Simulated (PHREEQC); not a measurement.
0.94 g of hydrous ferric oxide (600 m²/g; 0.2 weak and 0.005 strong sites per Fe, Dzombak-Morel constants, diffuse double layer) in 1 kg of water with 0.3 mol/kgw of an inert sodium salt and 1 mmol/kgw NaF, at 25 °C; the pH is set by adding NaOH or the inert anion's acid. Oxygen alone is held at its pressure in air (log pO2 = -0.68). CO2 from the air is kept out. Precipitation was switched off in this run.

The series has 17 steps of pH, from 4 to 10.

Computed with PHREEQC (ion-association model, wateq4f.dat).

### Question
Near which pH is half of the F sorbed, and on which side is more sorbed?

### Answer
Near pH 5.3, with more sorbed at lower pH.
